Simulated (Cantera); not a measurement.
**Equilibrium for metals in furnace atmospheres: Pb + NH3 + H2 + O2**

Charge: 1 mol Pb, 2 mol NH3, 31 mol H2, 2.9 mol O2, at 900 °C.

Cantera equilibrium calculation (NASA polynomials, part measured and part estimated; ideal gas, pure solids and liquids). Candidate condensed phases: H2O, Pb, PbO, PbO2, Pb3O4; 27 gas species. Equilibrium is a limit: real reactors are often held back by kinetics, nucleation or transport.

| P (Pa) | log p H2 | log p H2O | log p N2 | log p Pb | log p NH3 | log p H | log p Pb2 | log p PbO | n Pb(l) |
|---|---|---|---|---|---|---|---|---|---|
| 10 | -4.11 | -4.79 | -5.56 | -5.56 | -12.60 | -8.98 | -12.29 | -10.86 | 0 |
| 61 | -3.32 | -4.01 | -4.77 | -4.77 | -11.03 | -8.59 | -10.72 | -10.07 | 0 |
| 370 | -2.54 | -3.22 | -3.99 | -3.99 | -9.46 | -8.20 | -9.15 | -9.29 | 0 |
| 2200 | -1.76 | -2.45 | -3.21 | -3.37 | -7.91 | -7.81 | -7.92 | -8.67 | 0.314 |
| 13000 | -0.98 | -1.67 | -2.43 | -3.37 | -6.35 | -7.42 | -7.92 | -8.67 | 0.886 |
| 82000 | -0.18 | -0.87 | -1.63 | -3.37 | -4.75 | -7.02 | -7.92 | -8.67 | 0.982 |
| 500000 | 0.61 | -0.08 | -0.85 | -3.37 | -3.18 | -6.62 | -7.92 | -8.67 | 0.997 |
| 3000000 | 1.38 | 0.70 | -0.07 | -3.37 | -1.62 | -6.24 | -7.92 | -8.67 | 1.000 |
log p: log10 of the partial pressure in bar; n: condensed amount in mol.

From 10.0 Pa to 3.70 mbar nothing is condensed. From 22.0 mbar to 30.0 bar the condensed part is Pb(l). The main Pb-bearing gas is Pb throughout.
